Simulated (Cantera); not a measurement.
# Gas-phase reforming

An isothermal, constant-pressure homogeneous reactor starts with 35.7 % CH4, 64.3 % CO2, at 2000 K and 5100 Torr.

Computed with Cantera and GRI-Mech 3.0 (53 species, 325 reactions).

```csv
t (s),x CH4,x CO2,x CH2O,x CH2CO,x CH2,x OH
0.000300,0.0371,0.265,4.34e-5,0.000181,3.18e-6,3.44e-5
0.000646,0.0171,0.173,2.98e-5,0.000213,3.02e-6,4.49e-5
0.00139,0.0130,0.129,1.56e-5,0.000141,1.98e-6,3.78e-5
0.00300,0.0108,0.0970,7.24e-6,7.19e-5,1.09e-6,2.81e-5
0.00646,0.00776,0.0719,3.16e-6,3.01e-5,5.25e-7,2.07e-5
0.0139,0.00430,0.0559,1.40e-6,9.40e-6,2.08e-7,1.61e-5
0.0300,0.00129,0.0486,6.67e-7,1.53e-6,4.82e-8,1.41e-5
0.0646,4.38e-5,0.0472,4.48e-7,3.19e-8,1.45e-9,1.37e-5
0.139,2.45e-7,0.0471,4.40e-7,1.68e-10,8.33e-12,1.37e-5
0.300,2.42e-7,0.0471,4.40e-7,1.66e-10,8.22e-12,1.37e-5
0.646,2.42e-7,0.0471,4.40e-7,1.66e-10,8.22e-12,1.37e-5
1.39,2.42e-7,0.0471,4.40e-7,1.66e-10,8.22e-12,1.37e-5
3.00,2.42e-7,0.0471,4.40e-7,1.66e-10,8.22e-12,1.37e-5
```
x: mole fraction; the columns are a selection and need not sum to one.

Equilibrium at this temperature and pressure: CH4 2.66e-7, CO2 0.0471, CH2O 4.40e-7, CH2CO 1.82e-10, CH2 9.00e-12, OH 1.37e-5 (gas phase only).
